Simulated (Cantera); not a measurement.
## Thermodynamics of sublimation and decomposition of ceramics, feed SiO2 + Si + H2

Input: 1 mol SiO2, 0.016 mol Si, 0.55 mol H2, equilibrated at 1698 K and 3.40 bar.

Method: chemical equilibrium by Gibbs-energy minimisation in Cantera with the NASA 1993 tables (ideal gas, pure condensed phases). Candidate condensed phases: H2O, Si, SiO2; 18 gas species. Each liquid is taken as pure. Mutual solubility and eutectic melting of coexisting phases are not modelled. The tables hold silica as quartz up to 1696 K and as liquid above; real silica turns to tridymite and cristobalite and melts near 1996 K. Gases not in the tables: Si2H6 and higher silanes. Kinetics and transport are ignored.

- x(H2): 0.996
- x(SiO): 0.00360
- x(H): 7.83e-5
- x(H2O): 2.15e-5
- x(SiH2): 1.39e-5
- x(SiH4): 4.23e-6
- n(Si(l)): 0.0150 mol
- n(SiO2(condensed)): 0.999 mol
- gas amount: 0.5520 mol
